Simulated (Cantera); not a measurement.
A closed system holds: 1 mol Si, 0.87 mol Br2, 93 mol N2, equilibrated at 1400 K and 1000 Pa.

These are equilibrium values from Cantera (NASA tables, ideal gas, pure condensed phases), not measurements of a reactor. Candidate condensed phases: Br2, Si, Si3N4; 13 gas species. N2 is the only nitrogen source here; it is nearly inert below about 1500 K, so the nitride shown seldom forms there in practice. The tables' values for SiBr3 are old estimates; treat these amounts as uncertain. Kinetics and transport are ignored.

Base state: N2 0.989, SiBr2 0.00553, Br 0.00442, SiBr4 0.000526, SiBr3 0.000326 (mole fractions); condensed: Si3N4(s).

What changes in the equilibrium state with this change: Br2 from 0.87 to 4.7 mol?


```csv
species,before,after
N2,0.989,0.935
Br,0.00442,0.0540
SiBr4,0.000526,0.00897
Br2,6.80e-6,0.00102
SiBr2,0.00553,0.000631
SiBr3,0.000326,0.000456
"Si3N4(s), mol",0.134,0
```

What changes in the equilibrium state with this change: temperature from 1400 K to 523.15 K?


```tsv
species	before	after
N2	0.989	0.995
SiBr4	0.000526	0.00467
SiBr2	0.00553	<1e-9
Br	0.00442	<1e-9
SiBr3	0.000326	<1e-9
Si3N4(s), mol	0.134	0.188
```

What changes in the equilibrium state with this change: 0.31 mol H2O added?


```
species           before     after
--------------  --------  --------
N2                 0.989     0.986
HBr                    0   0.00626
SiBr2            0.00553   0.00362
H2                     0  0.000165
SiBr4           0.000526  0.000225
Si3N4(s), mol      0.134  0.000690
Si2N2O(s), mol         0     0.310
```
Mutual solubility and eutectic melting of coexisting phases are not modelled. Further candidate phases: H2O, SiO2, Si2N2O.
